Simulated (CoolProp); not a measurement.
Values from CoolProp's reference Helmholtz-energy equation of state, Thol 2012.

**Question.** Give the vapour pressure (bar), liquid density (kg/m³), enthalpy of vaporisation (kJ/kg), vapour Z of saturated benzene at 67.65, 73.45, 108.65 °C.

**Answer.** 
| T (°C) | p (bar) | liquid density (kg/m³) | enthalpy of vaporisation (kJ/kg) | vapour Z |
|---|---|---|---|---|
| 67.65 | 0.680 | 827 | 403 | 0.975 |
| 73.45 | 0.823 | 821 | 399 | 0.971 |
| 108.65 | 2.26 | 781 | 372 | 0.940 |
